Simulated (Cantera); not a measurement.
A perfectly stirred reactor is fed with 35.7 % CH₄, 64.3 % CO₂, at 240000 Pa; it is held at 1973 K, and followed from long to short residence time.

Cantera simulation using GRI-Mech 3.0 (53 species, 325 reactions); the numbers are that mechanism's predictions, not measurements.

x: mole fraction; the columns are a selection and need not sum to one.

```csv
τ (s),x CH₄,x CO₂,x OH,x HO₂,x C₂H₂,x H₂O₂
1.1,0.00171,0.0494,1.83e-5,5.41e-12,0.000600,1.94e-11
0.43,0.00329,0.0517,1.90e-5,5.84e-12,0.00216,2.09e-11
0.17,0.00573,0.0570,?,6.89e-12,0.00622,2.45e-11
0.069,0.00913,0.0671,?,9.11e-12,0.0143,3.20e-11
0.028,0.0138,0.0850,?,1.35e-11,0.0275,4.57e-11
0.011,0.0204,0.115,?,2.17e-11,0.0458,6.75e-11
0.0044,0.0305,0.162,3.92e-5,3.30e-11,0.0654,8.91e-11
0.0018,0.0478,0.229,3.92e-5,4.25e-11,0.0804,8.99e-11
0.00071,0.0815,0.327,?,4.36e-11,0.0829,5.91e-11
```

Q: Fill in the missing entries.

A: 
- 0.17, x OH: 2.06e-5
- 0.069, x OH: 2.35e-5
- 0.028, x OH: 2.81e-5
- 0.011, x OH: 3.42e-5
- 0.00071, x OH: 3.15e-5
